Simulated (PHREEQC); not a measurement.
Phosphoric acid bath (model solution)

Solution (25 °C): 0.015 mol KH2PO4 and 0.012 mol H2SO4 per kg of water. Closed to the air; pH follows from the charge balance.

The numbers come from PHREEQC with the ion-association model, phreeqc.dat.

```json
{
  "pH": "2.00",
  "ionic_strength": "0.0333 mol/kgw",
  "specific_conductance": "5820 µS/cm",
  "total_alkalinity": "-24.0 meq/kg"
}
```

```json
[
 {"species": "K+", "molality": "0.0146", "activity": "0.0123", "log γ": "-0.076"},
 {"species": "H+", "molality": "0.0114", "activity": "0.00993", "log γ": "-0.060"},
 {"species": "H3PO4", "molality": "0.00828", "activity": "0.00835", "log γ": "0.003"},
 {"species": "SO4-2", "molality": "0.00731", "activity": "0.00377", "log γ": "-0.288"},
 {"species": "H2PO4-", "molality": "0.00672", "activity": "0.00571", "log γ": "-0.070"},
 {"species": "HSO4-", "molality": "0.00431", "activity": "0.00364", "log γ": "-0.074"},
 {"species": "KSO4-", "molality": "0.000382", "activity": "0.000324", "log γ": "-0.070"},
 {"species": "HPO4-2", "molality": "6.91e-8", "activity": "3.57e-8", "log γ": "-0.287"},
 {"species": "KHPO4-", "molality": "1.00e-9", "activity": "8.54e-10", "log γ": "-0.070"}
]
```

No solid was allowed to form. Complexes and solids missing from the database can't appear.
